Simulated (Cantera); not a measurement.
# Ignition delay

Mixture: CH₄ : H₂ : O₂ : N₂ = 1 : 0.086 : 3.14 : 11.8 (molar parts), at 1.00 bar, adiabatic and at constant pressure. Ignition delay is the time to a rise of 400 K.

Cantera simulation using GRI-Mech 3.0 (53 species, 325 reactions); the numbers are that mechanism's predictions, not measurements.

```csv
T0 (K),delay (ms)
1248,8.62
1323,3.72
1398,1.71
1473,0.856
1548,0.464
```

```
Property                                                Result
--------------------------------------------------  ----------
apparent activation energy between 1398 and 1548 K  160 kJ/mol
```
